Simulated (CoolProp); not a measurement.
A simple Rankine cycle with cyclopropane: condensing at 332.15 K, boiler at 3.7 MPa, turbine inlet 388.9 K, turbine efficiency 0.6, pump efficiency 0.7, no recuperator. Each further row changes one setting.

Computed with CoolProp (reference Helmholtz-energy equation of state, Polt 1992). This equation is an older, rougher fit; its heat capacities, sound speeds and derivatives of the liquid may be far off and weren't checked against measurements.

```csv
case,thermal efficiency (%),net work (kJ/kg),heat in (kJ/kg),turbine exit temperature (K),volume ratio over the turbine
as stated,5.2,?,400,349.2,?
turbine inlet 408.9 K,?,24.5,453,373.9,2.36
condensing temperature 324.15 K,6.2,26.0,420,?,2.91
boiler pressure 2.59 MPa,3.3,14.3,436,370.1,1.60
turbine efficiency 0.5,4.1,?,400,?,2.45
```

Question: What belongs in the gaps?

Answer: 
- as stated, net work (kJ/kg): 20.8
- as stated, volume ratio over the turbine: 2.42
- turbine inlet 408.9 K, thermal efficiency (%): 5.4
- condensing temperature 324.15 K, turbine exit temperature (K): 341.9
- turbine efficiency 0.5, net work (kJ/kg): 16.5
- turbine efficiency 0.5, turbine exit temperature (K): 351.3
